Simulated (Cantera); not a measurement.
## Thermodynamics of chlorosilane synthesis and conversion, feed SiCl₄ + Cl₂ + H₂

Feed: 1 mol SiCl₄, 0.61 mol Cl₂, 0.29 mol H₂, held at 823 K and 0.170 bar.

Method: chemical equilibrium by Gibbs-energy minimisation in Cantera with the NASA 1993 tables (ideal gas, pure condensed phases). Candidate condensed phases: Si; 19 gas species. Kinetics and transport are ignored.

```yaml
x(SiCl₄): 0.526
x(HCl): 0.305
x(Cl₂): 0.168
x(Cl): 1.56e-5
gas_amount: 1.900 mol
log10 activity of Si(s) (absent): -33.10
```
